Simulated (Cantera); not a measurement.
Sublimation and decomposition of ceramics: Al₂O₃ + H₂

Feed: 1 mol Al₂O₃, 0.13 mol H₂, equilibrated at 0.180 bar.

Method: chemical equilibrium by Gibbs-energy minimisation in Cantera with the NASA 1993 tables (ideal gas, pure condensed phases). Candidate condensed phases: Al, Al₂O₃, H₂O; 19 gas species. The tables' values for AlOH are old estimates; treat these amounts as uncertain. The numbers say what is thermodynamically allowed, not how fast it happens.

From 2100 K to 2300 K the condensed part is Al₂O₃(s). From 2350 K to 2550 K the condensed part is Al₂O₃(l). The main Al-bearing gas is Al at 2100 K and Al₂O at 2550 K.

```json
[
 {"T (K)": "2100", "x H₂": "0.992", "x H": "0.00731", "x H₂O": "0.000472", "x Al": "0.000188", "x Al₂O": "7.48e-5", "x AlOH": "2.65e-5", "n Al₂O₃(s)": "1.000", "n Al₂O₃(l)": "0"},
 {"T (K)": "2150", "x H₂": "0.989", "x H": "0.00989", "x H₂O": "0.000713", "x Al": "0.000278", "x Al₂O": "0.000119", "x AlOH": "4.17e-5", "n Al₂O₃(s)": "1.000", "n Al₂O₃(l)": "0"},
 {"T (K)": "2200", "x H₂": "0.985", "x H": "0.0132", "x H₂O": "0.00106", "x Al": "0.000404", "x Al₂O": "0.000186", "x AlOH": "6.42e-5", "n Al₂O₃(s)": "1.000", "n Al₂O₃(l)": "0"},
 {"T (K)": "2250", "x H₂": "0.980", "x H": "0.0173", "x H₂O": "0.00154", "x Al": "0.000576", "x Al₂O": "0.000282", "x AlOH": "9.68e-5", "n Al₂O₃(s)": "1.000", "n Al₂O₃(l)": "0"},
 {"T (K)": "2300", "x H₂": "0.974", "x H": "0.0225", "x H₂O": "0.00220", "x Al": "0.000807", "x Al₂O": "0.000420", "x AlOH": "0.000143", "n Al₂O₃(s)": "1.000", "n Al₂O₃(l)": "0"},
 {"T (K)": "2350", "x H₂": "0.966", "x H": "0.0289", "x H₂O": "0.00304", "x Al": "0.00111", "x Al₂O": "0.000597", "x AlOH": "0.000203", "n Al₂O₃(s)": "0", "n Al₂O₃(l)": "1.000"},
 {"T (K)": "2400", "x H₂": "0.957", "x H": "0.0367", "x H₂O": "0.00408", "x Al": "0.00148", "x Al₂O": "0.000807", "x AlOH": "0.000276", "n Al₂O₃(s)": "0", "n Al₂O₃(l)": "1.000"},
 {"T (K)": "2450", "x H₂": "0.945", "x H": "0.0460", "x H₂O": "0.00539", "x Al": "0.00196", "x Al₂O": "0.00107", "x AlOH": "0.000370", "n Al₂O₃(s)": "0", "n Al₂O₃(l)": "1.000"},
 {"T (K)": "2500", "x H₂": "0.931", "x H": "0.0572", "x H₂O": "0.00701", "x Al": "0.00256", "x Al₂O": "0.00140", "x AlOH": "0.000488", "n Al₂O₃(s)": "0", "n Al₂O₃(l)": "1.000"},
 {"T (K)": "2550", "x H₂": "0.914", "x H": "0.0703", "x H₂O": "0.00900", "x Al": "0.00329", "x Al₂O": "0.00181", "x AlOH": "0.000634", "n Al₂O₃(s)": "0", "n Al₂O₃(l)": "0.999"}
]
```
x: gas mole fraction; n: condensed amount in mol.
